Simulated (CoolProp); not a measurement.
Values from CoolProp's reference Helmholtz-energy equation of state, Zhou 2011.

**Question.** For dimethyl carbonate, give the phase and the cp (kJ/(kg K)), cv (kJ/(kg K)) at 339.2 K and 0.0388 MPa; 339.2 K and 1.04 MPa; 339.2 K and 12.3 MPa.

**Answer.** 
- 339.2 K and 0.0388 MPa: gas; cp 1.30, cv 1.20
- 339.2 K and 1.04 MPa: liquid; cp 1.90, cv 1.40
- 339.2 K and 12.3 MPa: liquid; cp 1.88, cv 1.41
